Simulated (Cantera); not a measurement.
An isothermal, constant-pressure homogeneous reactor starts with H₂ : O₂ : N₂ = 0.31 : 1 : 1.1 (molar parts), equivalence ratio 0.15, at 1250 K and 105 Torr.

Computed with Cantera and the H2/O2 subset of GRI-Mech 3.0, which has no nitrogen chemistry. The temperature is held fixed by assumption; the heat of reaction is taken as removed at once.

x: mole fraction; the columns are a selection and need not sum to one.

| t (s) | x H₂ | x O₂ | x H₂O₂ | x HO₂ | x H |
|---|---|---|---|---|---|
| 3.00e-5 | 0.129 | 0.415 | 9.81e-11 | 4.15e-8 | 1.39e-7 |
| 7.98e-5 | 0.129 | 0.415 | [?] | 7.28e-7 | 2.33e-5 |
| 0.000212 | 0.0110 | 0.351 | 1.91e-6 | 3.22e-5 | 0.0380 |
| 0.000564 | 0.00297 | 0.365 | 1.82e-6 | 3.19e-5 | 0.00751 |
| 0.00150 | 0.000463 | 0.373 | [?] | 1.75e-5 | 0.000402 |
| 0.00399 | 5.63e-5 | 0.374 | [?] | 4.63e-6 | 1.73e-5 |
| 0.0106 | 8.75e-6 | 0.375 | [?] | 1.03e-6 | 1.20e-6 |
| 0.0282 | 1.86e-6 | 0.375 | [?] | 2.67e-7 | 1.33e-7 |
| 0.0751 | 5.00e-7 | 0.375 | [?] | 8.37e-8 | 2.01e-8 |
| 0.200 | 1.56e-7 | 0.375 | [?] | 3.44e-8 | 3.68e-9 |
| 0.531 | 5.55e-8 | 0.375 | [?] | 2.33e-8 | 8.03e-10 |
| 1.41 | 2.62e-8 | 0.375 | [?] | 2.40e-8 | 2.65e-10 |
| 3.76 | 2.10e-8 | 0.375 | 1.17e-9 | 2.53e-8 | 1.90e-10 |
| 10.0 | 2.08e-8 | 0.375 | 1.16e-9 | 2.53e-8 | 1.88e-10 |

**Question.** What belongs in the gaps?

**Answer.** 
- 7.98e-5, x H₂O₂: 1.67e-9
- 0.00150, x H₂O₂: 1.12e-6
- 0.00399, x H₂O₂: 4.22e-7
- 0.0106, x H₂O₂: 1.45e-7
- 0.0282, x H₂O₂: 5.11e-8
- 0.0751, x H₂O₂: 1.86e-8
- 0.200, x H₂O₂: 6.99e-9
- 0.531, x H₂O₂: 2.80e-9
- 1.41, x H₂O₂: 1.43e-9
